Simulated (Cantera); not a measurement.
Charge: 1 mol Si, a varied amount of Cl2, 31 mol H2, equilibrated at 300 °C and 158 Torr.

These are equilibrium values from Cantera (NASA tables, ideal gas, pure condensed phases), not measurements of a reactor. Candidate condensed phases: Si; 19 gas species. Equilibrium is a limit: real reactors are often held back by kinetics, nucleation or transport.

At 3 mol Cl2, list the 3 most abundant gas species with their mole fractions, and the condensed phases.

H2 0.909, HCl 0.0606, SiCl4 0.0303. Condensed: gas only.
